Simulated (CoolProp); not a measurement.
Vapour-liquid equilibrium of propylene (1) + n-hexane (2) at 0.151 MPa; x and y are mole fractions of (1).

The numbers come from the multi-fluid Helmholtz-energy mixture model, Lemmon 2013 and Thol 2019; pair parameters Bell 2016 in CoolProp.

Give the bubble temperature and the first vapour's composition at x = 0.05, 0.2, 0.8. Is there an azeotrope?

x = 0.05: 44.6 °C, y = 0.707; x = 0.2: 2.9 °C, y = 0.957; x = 0.8: -32.4 °C, y = 0.998. No azeotrope shows between x = 0.05 and 0.95.

The pair parameters rest on a limited set of measurements; away from them the model extrapolates. The gap from Raoult's law changes sign with composition, which may be real or a fault of the pair parameters; it wasn't checked against measurements.
